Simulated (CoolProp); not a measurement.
The numbers come from the reference Helmholtz-energy equation of state, Thol 2019 in CoolProp.

Q: For n-pentane, give the phase and the density (kg/m³), conductivity (mW/(m K)), Prandtl number at 562.2 K and 2.1 MPa.

A: 
- 562.2 K and 2.1 MPa: gas; density 36.8, conductivity 51.8, Prandtl number 0.659

Viscosity comes from a separate model (Quiñones-Cisneros 2006), older than the equation that it now runs on, and unchecked against measurements. Thermal conductivity comes from a separate model (Vassiliou 2015).
